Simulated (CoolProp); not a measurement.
Aqueous lithium chloride as a coolant, at 34 °C, 1 atm.

The numbers come from the Melinder's fits for secondary coolants in CoolProp.

| mass % | freezing point (°C) | Prandtl number | conductivity (W/(m K)) | viscosity (mPa s) | density (kg/m³) |
|---|---|---|---|---|---|
| 5.6 | -5.8 | 5.76 | 0.606 | 0.896 | 1026 |
| 7 | -7.7 | 5.97 | ___ | 0.940 | 1035 |
| 8.5 | -9.8 | 6.23 | 0.598 | 0.990 | ___ |
| 10 | -12.2 | 6.50 | 0.595 | 1.05 | ___ |
| 11.5 | -15.0 | 6.81 | 0.591 | ___ | 1060 |
| 13 | ___ | 7.15 | 0.587 | 1.17 | 1069 |
| 14.5 | -22.4 | ___ | 0.584 | 1.25 | 1078 |
| 16 | -27.2 | 7.96 | ___ | 1.33 | 1087 |
| 17.4 | -32.5 | 8.39 | 0.577 | 1.42 | 1095 |
| 18.9 | ___ | 8.91 | 0.574 | 1.52 | 1104 |

**Question.** Complete the blanks.

**Answer.** 
- 7, conductivity (W/(m K)): 0.602
- 8.5, density (kg/m³): 1043
- 10, density (kg/m³): 1052
- 11.5, viscosity (mPa s): 1.11
- 13, freezing point (°C): -18.4
- 14.5, Prandtl number: 7.54
- 16, conductivity (W/(m K)): 0.580
- 18.9, freezing point (°C): -38.8
